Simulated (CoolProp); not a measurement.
Saturation properties of dodecamethylpentasiloxane (MD3M).

The numbers come from the reference Helmholtz-energy equation of state, Thol 2019 in CoolProp.

```
T (°C)  p (MPa)  liquid density (kg/m³)  surface tension (mN/m)
------  -------  ----------------------  ----------------------
180.45  0.02760                   712.7                    7.98
188.65  0.03513                   703.5                    7.51
196.85  0.04422                   694.1                    7.05
205.05  0.05509                   684.5                    6.60
213.25  0.06798                   674.7                    6.15
221.45  0.08313                   664.6                    5.71
229.65   0.1008                   654.3                    5.27
237.85   0.1213                   643.7                    4.84
246.15   0.1452                   632.5                    4.42
254.35   0.1723                   621.1                    4.01
262.55   0.2031                   609.3                    3.60
270.75   0.2381                   596.9                    3.21
278.95   0.2776                   583.8                    2.82
287.15   0.3220                   570.0                    2.45
295.35   0.3719                   555.3                    2.08
```

It boils at 229.9 °C under 1 atm.

Surface tension comes from a separate correlation (Mulero 2014), older than this fluid's equation and unchecked against measurements.
